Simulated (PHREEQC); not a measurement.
Make-up at 25 °C: 0.18 mol HCl, 0.0053 mol CuSO4 and 0.026 mol MgSO4 per kg of water. Closed to the air; pH follows from the charge balance.

Equilibrium calculation in PHREEQC: ion-association model, phreeqc.dat.

Each row changes one thing in this solution. No solid was allowed to form.

```
case                                 pH  ionic strength (mol/kgw)  Mg+2 (mol/kgw)  HSO4- (mol/kgw)  SO4-2 (mol/kgw)  Cu+2 (mol/kgw)
---------------------------------  ----  ------------------------  --------------  ---------------  ---------------  --------------
as made                            0.91                     0.246          0.0236           0.0232          0.00527         0.00428
diluted 100-fold with water        2.78                   0.00293        0.000250          3.62e-5         0.000265         5.11e-5
temperature from 25 to 65 °C       0.92                     0.238          0.0236           0.0264          0.00243         0.00286
MgSO4 from 0.026 to 0.052 mol/kgw  0.95                     0.297          0.0440           0.0384           0.0104         0.00411
temperature from 25 to 35 °C       0.91                     0.244          0.0235           0.0240          0.00443         0.00402
```

Species that the database lacks are ignored. Constants without temperature data keep their 25 °C values here.
